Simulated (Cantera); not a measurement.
Cantera run, input and output.

```python
import numpy as np
import cantera as ct

gas = ct.Solution("gri30.yaml")
gas.TPX = 1298, 120000, {'CO': 0.014, 'O2': 0.05, 'H2O': 0.016, 'N2': 1}
inlet = ct.Reservoir(gas, clone=True)

reactor = ct.IdealGasConstPressureReactor(gas, energy="off", clone=False)
exhaust = ct.Reservoir(gas, clone=True)
tau = [0.6, 0.38, 0.24, 0.16, 0.1, 0.065, 0.041, 0.027, 0.017, 0.011, 0.007][0]
for a, b in ((inlet, reactor), (reactor, exhaust)):
    ct.MassFlowController(a, b, mdot=lambda t: reactor.mass / tau)
net = ct.ReactorNet([reactor])
show = ['CO', 'O2', 'H2O', 'H', 'O', 'NO2', 'H2']

rows = []
print(f"{'tau/s':>10s}{'T/K':>9s}" + "".join(f"{s:>11s}" for s in show))
for tau in [0.6, 0.38, 0.24, 0.16, 0.1, 0.065, 0.041, 0.027, 0.017, 0.011, 0.007]:
    net.initial_time = 0.0
    net.advance(30 * tau)
    before = gas.X
    net.advance(40 * tau)
    drift = np.max(np.abs(gas.X - before) / (gas.X + 1e-9))
    rows.append([gas.T, *gas[show].X, drift])
    print(f"{tau:10.3e}{gas.T:9.1f}" + "".join(f"{x:11.3e}" for x in gas[show].X))
```

It prints:

```
     tau/s      T/K         CO         O2        H2O          H          O        NO2         H2
 6.000e-01   1298.0  1.524e-04  4.013e-02  1.489e-02  4.978e-07  1.046e-05  1.257e-08  2.343e-06
 3.800e-01   1298.0  2.077e-04  4.015e-02  1.488e-02  7.789e-07  1.422e-05  1.056e-08  3.200e-06
 2.400e-01   1298.0  2.832e-04  4.019e-02  1.488e-02  1.220e-06  1.935e-05  8.492e-09  4.381e-06
 1.600e-01   1298.0  3.719e-04  4.022e-02  1.487e-02  1.809e-06  2.539e-05  6.797e-09  5.780e-06
 1.000e-01   1298.0  5.091e-04  4.028e-02  1.486e-02  2.847e-06  3.472e-05  5.104e-09  7.958e-06
 6.500e-02   1298.0  6.770e-04  4.036e-02  1.485e-02  4.295e-06  4.615e-05  3.848e-09  1.064e-05
 4.100e-02   1298.0  9.152e-04  4.046e-02  1.484e-02  6.627e-06  6.234e-05  2.813e-09  1.446e-05
 2.700e-02   1298.0  1.198e-03  4.059e-02  1.482e-02  9.743e-06  8.148e-05  2.116e-09  1.899e-05
 1.700e-02   1298.0  1.604e-03  4.077e-02  1.480e-02  1.476e-05  1.088e-04  1.559e-09  2.542e-05
 1.100e-02   1298.0  2.096e-03  4.099e-02  1.478e-02  2.152e-05  1.416e-04  1.192e-09  3.305e-05
 7.000e-03   1298.0  2.742e-03  4.128e-02  1.475e-02  3.122e-05  1.839e-04  9.247e-10  4.268e-05
```

Cantera simulation using GRI-Mech 3.0 (53 species, 325 reactions); the numbers are that mechanism's predictions, not measurements.
